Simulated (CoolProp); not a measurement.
Vapour-liquid equilibrium of isobutane (1) + isobutene (2) at 32.55 °C; x and y are mole fractions of (1).

The numbers come from the multi-fluid Helmholtz-energy mixture model, Bücker 2006 and Lemmon 2005; pair parameters Bell 2016 in CoolProp.

| x | bubble pressure (kPa) | y at the bubble point | dew pressure at overall composition x (kPa) | liquid density (mol/L) |
|---|---|---|---|---|
| 0.05 | 384.9 | 0.058 | 384.3 | 10.26 |
| 0.125 | 390.4 | 0.143 | 389.3 | 10.18 |
| 0.2 | 395.7 | 0.224 | 394.1 | 10.09 |
| 0.275 | … | 0.303 | 398.8 | 10.01 |
| 0.35 | 405.1 | 0.380 | 403.4 | 9.935 |
| 0.425 | 409.5 | 0.455 | 407.8 | 9.858 |
| 0.5 | 413.5 | 0.528 | 412.0 | 9.782 |
| 0.575 | 417.3 | 0.601 | 416.0 | … |
| 0.65 | 420.9 | 0.672 | 419.8 | 9.634 |
| 0.725 | 424.2 | 0.743 | … | … |
| 0.8 | … | 0.813 | 426.7 | 9.491 |
| 0.875 | 430.2 | 0.883 | 429.9 | 9.421 |
| 0.95 | 432.9 | 0.953 | 432.8 | 9.353 |

Question: Complete the blanks.

Answer: 
- 0.275, bubble pressure (kPa): 400.5
- 0.575, liquid density (mol/L): 9.707
- 0.725, dew pressure at overall composition x (kPa): 423.4
- 0.725, liquid density (mol/L): 9.562
- 0.8, bubble pressure (kPa): 427.3

No azeotrope shows between x = 0.05 and 0.95.

Pair parameters are fitted to limited data, so mixtures are less certain than the pure fluids.
